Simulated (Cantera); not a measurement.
A closed system holds: 1 mol PbS, 4.5 mol H2, held at 2100 K and 1 atm.

These are equilibrium values from Cantera (NASA tables, ideal gas, pure condensed phases), not measurements of a reactor. Candidate condensed phases: Pb, PbS, S; 10 gas species. The numbers say what is thermodynamically allowed, not how fast it happens.

Base state: H2 0.757, PbS 0.103, Pb 0.0755, H2S 0.0398, S2 0.0132, SH 0.00881, H 0.00269, S 0.000676 (mole fractions); condensed: gas only.

Q: What changes in the equilibrium state with this change: temperature from 2100 K to 1950 K?

A: 
| species | before | after |
|---|---|---|
| H2 | 0.757 | 0.762 |
| PbS | 0.103 | 0.116 |
| Pb | 0.0755 | 0.0639 |
| S2 | 0.0132 | 0.00728 |
| H2S | 0.0398 | 0.0445 |
| S | 0.000676 | 0.000193 |
| H | 0.00269 | 0.000994 |
| SH | 0.00881 | 0.00475 |

Q: What changes in the equilibrium state with this change: PbS replaced by Fe2O3?

A: 
```csv
species,before,after
H2,0.757,0.675
H2O,0,0.321
H,0.00269,0.00254
PbS,0.103,0
Pb,0.0755,0
H2S,0.0398,0
S2,0.0132,0
Fe,0,0.00105
SH,0.00881,0
S,0.000676,0
Fe(OH)2,0,0.000194
OH,0,0.000144
Pb2,2.34e-5,0
"Fe(l), mol",0,0.445
"FeO(l), mol",0,1.55
```
Each liquid is taken as pure. Mutual solubility and eutectic melting of coexisting phases are not modelled. The tables' stoichiometric FeO is somewhat more stable than real wüstite, so its field is too wide. FeO: taken at fixed stoichiometry. Further candidate phases: Fe, FeO, Fe(OH)2, Fe(OH)3, Fe2O3, Fe3O4, H2O.

Q: What changes in the equilibrium state with this change: PbS replaced by V2O3?

A: 
| species | before | after |
|---|---|---|
| H2 | 0.757 | 0.955 |
| H2O | 0 | 0.0420 |
| H | 0.00269 | 0.00302 |
| PbS | 0.103 | 0 |
| Pb | 0.0755 | 0 |
| H2S | 0.0398 | 0 |
| S2 | 0.0132 | 0 |
| VO2 | 0 | 5.92e-5 |
| SH | 0.00881 | 0 |
| S | 0.000676 | 0 |
| Pb2 | 2.34e-5 | 0 |
| VO(l), mol | 0 | 0.379 |
| V2O3(s), mol | 0 | 0.810 |
Mutual solubility and eutectic melting of coexisting phases are not modelled. VO: taken at fixed stoichiometry. Condensed phases not in the tables: the oxides between V2O3 and V2O5 other than VO2. Further candidate phases: H2O, V, VO, V2O3, V2O4, V2O5.
